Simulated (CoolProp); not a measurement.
Vapour-liquid equilibrium of R143a (1) + R134a (2) at 233.2 K; x and y are mole fractions of (1).

Computed with CoolProp (multi-fluid Helmholtz-energy mixture model, Lemmon and Jacobsen 2000 and Tillner-Roth 1994; pair parameters Lemmon 2004).

Q: Give the bubble pressure and the first vapour's composition at x = 0.35, 0.65, 0.875. Is there an azeotrope?

A: x = 0.35: 0.8254 bar, y = 0.588; x = 0.65: 1.095 bar, y = 0.829; x = 0.875: 1.300 bar, y = 0.947. No azeotrope shows between x = 0.05 and 0.95.

Pair parameters are fitted to limited data, so mixtures are less certain than the pure fluids.
